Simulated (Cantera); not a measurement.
A perfectly stirred reactor is fed with 10.7 % H2, 89.3 % O2, equivalence ratio 0.060, at 0.0120 bar; it is held at 1375 K, and followed from long to short residence time.

Model: the H2/O2 subset of GRI-Mech 3.0, which has no nitrogen chemistry, integrated in Cantera. Radical loss at walls, strong at low pressure, is not modelled. The temperature is held fixed by assumption; the heat of reaction is taken as removed at once.

One state of this run: x H2 = 0.00245; x O2 = 0.845; x H2O2 = 1.12e-7; x H2O = 0.0985; x HO2 = 3.24e-6. x: mole fraction; the columns are a selection and need not sum to one.

### Question
Which value of τ (s) does it belong to?
A) 0.040
B) 0.0014
C) 0.00025
D) 0.21

### Answer
A, 0.040
